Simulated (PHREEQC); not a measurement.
Solution (25 °C): 0.25 mol/kgw CaCl2. Closed to the air; pH follows from the charge balance.

Model: ion-association model, wateq4f.dat, run in PHREEQC.

No solid was allowed to form.

Question: Estimate the activity of water.

Answer: activity of water 0.987.

The ionic strength is past about 0.7 mol/kgw, beyond the range of this activity model, so the values are rough. Species that the database lacks are ignored.
